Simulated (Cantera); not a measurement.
# N2O furnace oxynitridation

An isothermal, constant-pressure homogeneous reactor starts with N2O : O2 = 0.14 : 2.7 (molar parts), at 1300 K and 1330 Pa.

Computed with Cantera and GRI-Mech 3.0 (53 species, 325 reactions). GRI-Mech 3.0 was tuned for natural gas; its chemistry of N2O as a main component is partial and can be far from experiment. Radical loss at walls, strong at low pressure, is not modelled. The mechanism lacks 2 NO + O2 → 2 NO2 and HONO, so NO2 and the effect of NO are under-described below about 1400 K.

| t (s) | x N2O | x O2 | x NO | x N2 | x NO2 | x O |
|---|---|---|---|---|---|---|
| 6.00e-6 | 0.0493 | 0.951 | <1e-12 | 6.98e-9 | <1e-12 | 6.98e-9 |
| 1.95e-5 | 0.0493 | 0.951 | 1.01e-11 | 2.28e-8 | <1e-12 | 2.27e-8 |
| 6.36e-5 | 0.0493 | 0.951 | 1.07e-10 | 7.43e-8 | <1e-12 | 7.36e-8 |
| 0.000207 | 0.0493 | 0.951 | 1.12e-9 | 2.44e-7 | <1e-12 | 2.37e-7 |
| 0.000674 | 0.0493 | 0.951 | 1.16e-8 | 8.17e-7 | <1e-12 | 7.45e-7 |
| 0.00219 | 0.0493 | 0.951 | 1.14e-7 | 2.88e-6 | <1e-12 | 2.17e-6 |
| 0.00714 | 0.0493 | 0.951 | 9.63e-7 | 1.11e-5 | 5.89e-12 | 5.06e-6 |
| 0.0232 | 0.0492 | 0.951 | 5.83e-6 | 4.37e-5 | 1.37e-10 | 7.42e-6 |
| 0.0756 | 0.0491 | 0.951 | 2.38e-5 | 0.000156 | 1.97e-9 | 7.64e-6 |
| 0.246 | 0.0487 | 0.951 | 8.23e-5 | 0.000521 | 1.91e-8 | 7.64e-6 |
| 0.802 | 0.0474 | 0.951 | 0.000269 | 0.00169 | 1.22e-7 | 7.64e-6 |
| 2.61 | 0.0435 | 0.950 | 0.000844 | 0.00527 | 4.92e-7 | 7.64e-6 |
| 8.49 | 0.0328 | 0.950 | 0.00239 | 0.0149 | 1.50e-6 | 7.62e-6 |
| 27.6 | 0.0132 | 0.949 | 0.00522 | 0.0326 | 3.37e-6 | 7.52e-6 |
| 90.0 | 0.000797 | 0.948 | 0.00696 | 0.0438 | 5.62e-6 | 5.73e-6 |
x: mole fraction; the columns are a selection and need not sum to one.

Equilibrium at this temperature and pressure: N2O 3.95e-10, O2 0.952, NO 0.000209, N2 0.0480, NO2 5.56e-7, O 1.50e-6 (gas phase only).
